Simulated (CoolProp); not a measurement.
Saturated liquid density (kg/m³) of tetrahydrofuran: the reference equation beside estimates from Tc = 540.2 K, pc = 5.304 MPa, ω = 0.234. Rackett uses Z = 0.29056 − 0.08775 ω.

Values from CoolProp's reference Helmholtz-energy equation of state, Fiedler 2023.

```json
[
 {"T (K)": "248.7", "reference": "935.2", "Rackett": "945.2", "Redlich-Kwong": "848.6", "Soave-Redlich-Kwong": "…", "Peng-Robinson": "967.6"},
 {"T (K)": "256.6", "reference": "926.8", "Rackett": "937.1", "Redlich-Kwong": "841.5", "Soave-Redlich-Kwong": "854.9", "Peng-Robinson": "961.1"},
 {"T (K)": "264.5", "reference": "918.4", "Rackett": "929.0", "Redlich-Kwong": "834.2", "Soave-Redlich-Kwong": "848.5", "Peng-Robinson": "954.4"},
 {"T (K)": "272.4", "reference": "909.9", "Rackett": "920.7", "Redlich-Kwong": "826.8", "Soave-Redlich-Kwong": "…", "Peng-Robinson": "947.4"},
 {"T (K)": "280.2", "reference": "901.5", "Rackett": "912.4", "Redlich-Kwong": "819.2", "Soave-Redlich-Kwong": "835.4", "Peng-Robinson": "940.4"},
 {"T (K)": "288.1", "reference": "892.9", "Rackett": "904.0", "Redlich-Kwong": "811.3", "Soave-Redlich-Kwong": "828.4", "Peng-Robinson": "933.0"},
 {"T (K)": "296", "reference": "884.3", "Rackett": "895.4", "Redlich-Kwong": "803.3", "Soave-Redlich-Kwong": "821.2", "Peng-Robinson": "…"},
 {"T (K)": "303.8", "reference": "875.7", "Rackett": "886.8", "Redlich-Kwong": "795.1", "Soave-Redlich-Kwong": "813.9", "Peng-Robinson": "917.5"},
 {"T (K)": "311.7", "reference": "866.9", "Rackett": "878.0", "Redlich-Kwong": "786.6", "Soave-Redlich-Kwong": "806.3", "Peng-Robinson": "909.4"},
 {"T (K)": "319.6", "reference": "858.0", "Rackett": "…", "Redlich-Kwong": "777.8", "Soave-Redlich-Kwong": "798.4", "Peng-Robinson": "900.9"},
 {"T (K)": "327.5", "reference": "849.1", "Rackett": "…", "Redlich-Kwong": "…", "Soave-Redlich-Kwong": "790.2", "Peng-Robinson": "892.1"}
]
```

Task: What belongs in the gaps?

Result: 
- 248.7, Soave-Redlich-Kwong: 861.0
- 272.4, Soave-Redlich-Kwong: 842.0
- 296, Peng-Robinson: 925.3
- 319.6, Rackett: 869.0
- 327.5, Rackett: 860.0
- 327.5, Redlich-Kwong: 768.8

Absolute difference from the reference over all 11 rows, mean and median: Rackett 1.2 and 1.2 %, Redlich-Kwong 9.2 and 9.2 %, Soave-Redlich-Kwong 7.3 and 7.2 %, Peng-Robinson 4.4 and 4.5 %.
